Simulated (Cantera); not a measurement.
A Cantera script and what it prints.

```python
import numpy as np
import cantera as ct

gas_names = """
    CL CL2 H HCL H2 Si SiCL SiCL2 SiCL3 SiCL4 SiH SiHCL3 SiH2 SiH2CL2 SiH3 SiH3CL SiH4 Si2 Si3
""".split()
cond_names = """
    Si(cr) Si(L)
""".split()


# ... load() reads the species with a 1 bar reference pressure and builds the phases ...
atoms = {
    'SiCl4': {'Si': 1, 'CL': 4},
    'HCl': {'H': 1, 'CL': 1},
    'H2': {'H': 2},
}
top_T = {}  # K; cautious upper limits of use, not melting points


# ... equilibrate(T, P, feed) seeds the gas with the atoms and calls Mixture.equilibrate('TP', solver="vcs", rtol=1e-11, max_steps=5000) ...
results = []
T = 1450  # K
P = 1000  # Pa
for m in [71, 88, 110, 140, 170, 210, 260, 320, 400, 490]:
    feed = {'SiCl4': 1, 'HCl': 0.018, 'H2': m}  # mol
    mix = equilibrate(T, P, feed)
    results.append((T, P, feed, dict(zip(mix.species_names, mix.species_moles))))
    x = sorted(zip(gas.X, gas.species_names), reverse=True)
    print(f"T = {T:g} K  P = {P:g} Pa  n(H2) = {m:g} mol  gas = {mix.phase_moles(0):.4g} mol")
    print("   x: " + "  ".join(f"{s} {v:.3e}" for v, s in x if v > 1e-06))
    print("   condensed (mol): " + ("  ".join(f"{mix.phase(i).name} {mix.phase_moles(i):.4g}"
          for i in range(1, mix.n_phases) if mix.phase_moles(i) > 1e-12) or "none"))
```

Output:

```
T = 1450 K  P = 1000 Pa  n(H2) = 71 mol  gas = 73.02 mol
   x: H2 9.510e-01  HCL 4.281e-02  SiCL2 5.943e-03  H 9.223e-05  SiCL3 9.069e-05  SiHCL3 9.682e-06  SiCL4 5.056e-06  CL 3.381e-06  SiH2CL2 2.870e-06  SiCL 1.531e-06
   condensed (mol): Si(cr) 0.5579
T = 1450 K  P = 1000 Pa  n(H2) = 88 mol  gas = 90.02 mol
   x: H2 9.596e-01  HCL 3.607e-02  SiCL2 4.183e-03  H 9.264e-05  SiCL3 5.354e-05  SiHCL3 5.742e-06  CL 2.837e-06  SiCL4 2.504e-06  SiH2CL2 2.038e-06  SiCL 1.284e-06
   condensed (mol): Si(cr) 0.6175
T = 1450 K  P = 1000 Pa  n(H2) = 110 mol  gas = 112 mol
   x: H2 9.670e-01  HCL 3.001e-02  SiCL2 2.873e-03  H 9.300e-05  SiCL3 3.048e-05  SiHCL3 3.281e-06  CL 2.351e-06  SiH2CL2 1.411e-06  SiCL4 1.181e-06  SiCL 1.064e-06
   condensed (mol): Si(cr) 0.6739
T = 1450 K  P = 1000 Pa  n(H2) = 140 mol  gas = 142 mol
   x: H2 9.735e-01  HCL 2.444e-02  SiCL2 1.893e-03  H 9.332e-05  SiCL3 1.630e-05  CL 1.908e-06  SiHCL3 1.761e-06
   condensed (mol): Si(cr) 0.7281
T = 1450 K  P = 1000 Pa  n(H2) = 170 mol  gas = 172 mol
   x: H2 9.779e-01  HCL 2.063e-02  SiCL2 1.343e-03  H 9.352e-05  SiCL3 9.740e-06  CL 1.607e-06  SiHCL3 1.054e-06
   condensed (mol): Si(cr) 0.7666
T = 1450 K  P = 1000 Pa  n(H2) = 210 mol  gas = 212 mol
   x: H2 9.819e-01  HCL 1.709e-02  SiCL2 9.178e-04  H 9.371e-05  SiCL3 5.503e-06  CL 1.329e-06
   condensed (mol): Si(cr) 0.8036
T = 1450 K  P = 1000 Pa  n(H2) = 260 mol  gas = 262 mol
   x: H2 9.852e-01  HCL 1.408e-02  SiCL2 6.206e-04  H 9.387e-05  SiCL3 3.060e-06  CL 1.093e-06
   condensed (mol): Si(cr) 0.8359
T = 1450 K  P = 1000 Pa  n(H2) = 320 mol  gas = 322 mol
   x: H2 9.879e-01  HCL 1.163e-02  SiCL2 4.220e-04  H 9.400e-05  SiCL3 1.716e-06
   condensed (mol): Si(cr) 0.8629
T = 1450 K  P = 1000 Pa  n(H2) = 400 mol  gas = 402 mol
   x: H2 9.902e-01  HCL 9.435e-03  SiCL2 2.773e-04  H 9.411e-05
   condensed (mol): Si(cr) 0.8874
T = 1450 K  P = 1000 Pa  n(H2) = 490 mol  gas = 492 mol
   x: H2 9.919e-01  HCL 7.786e-03  SiCL2 1.885e-04  H 9.419e-05
   condensed (mol): Si(cr) 0.9062
```

Cantera equilibrium calculation (NASA polynomials, part measured and part estimated; ideal gas, pure solids and liquids). The tables' values for SiCl3 are old estimates; treat these amounts as uncertain.
